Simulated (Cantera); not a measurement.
An isothermal, constant-pressure homogeneous reactor starts with N2O : N2 = 1 : 3.2 (molar parts), at 1150 K and 89000 Pa.

Cantera simulation using GRI-Mech 3.0 (53 species, 325 reactions); the numbers are that mechanism's predictions, not measurements. GRI-Mech 3.0 was tuned for natural gas; its chemistry of N2O as a main component is partial and can be far from experiment. The mechanism lacks the step 2 NO + O2 → 2 NO2, which can matter for NO2 below about 1400 K. The temperature is held fixed by assumption; the heat of reaction is taken as removed at once.

Question: Predict: x(N2O) at 300 s; x(NO) at 300 s; x(NO2) at 300 s; x(N2) at 300 s; x(O2) at 300 s; x(O) at 300 s.

Answer: 
```json
{
  "x(N2O) at 300 s": "4.54e-8 (gas-phase equilibrium 7.28e-9)",
  "x(NO) at 300 s": "0.0128 (gas-phase equilibrium 0.000100)",
  "x(NO2) at 300 s": "0.000181 (gas-phase equilibrium 1.45e-6)",
  "x(N2) at 300 s": "0.887 (gas-phase equilibrium 0.894)",
  "x(O2) at 300 s": "0.0998 (gas-phase equilibrium 0.106)",
  "x(O) at 300 s": "2.80e-9 (gas-phase equilibrium 2.89e-9)"
}
```
